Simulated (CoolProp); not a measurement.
Vapour-liquid equilibrium of CHF3 (R23) (1) + R11 (2) at 235.6 K; x and y are mole fractions of (1).

Values from CoolProp's multi-fluid Helmholtz-energy mixture model, Penoncello 2003 and Jacobsen 1992; pair parameters Bell 2016.

### Question
Give the bubble pressure and the first vapour's composition at x = 0.05, 0.5, 0.8. Is there an azeotrope?

### Answer
x = 0.05: 131.1 kPa, y = 0.954; x = 0.5: 631.1 kPa, y = 0.991; x = 0.8: 665.6 kPa, y = 0.992. No azeotrope shows between x = 0.05 and 0.95.

Pair parameters are fitted to limited data, so mixtures are less certain than the pure fluids. With so large a gap from Raoult's law the liquid may split in two, which this calculation doesn't test in full.
